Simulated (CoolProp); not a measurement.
The numbers come from the reference Helmholtz-energy equation of state, Schroeder 2014 in CoolProp.

For ethanol, give the phase and the Joule-Thomson coefficient (K/MPa), isothermal compressibility (1/MPa), expansivity (1/kK), Prandtl number at 315.05 °C and 4180 kPa; 315.05 °C and 8360 kPa.


- 315.05 °C and 4180 kPa: gas; Joule-Thomson coefficient 5.70, isothermal compressibility 0.273, expansivity 2.90, Prandtl number 0.875
- 315.05 °C and 8360 kPa: supercritical; Joule-Thomson coefficient 6.07, isothermal compressibility 0.176, expansivity 5.81, Prandtl number 1.08

Viscosity comes from a separate model (Kiselev 2005). Thermal conductivity comes from a separate model (Assael 2013).
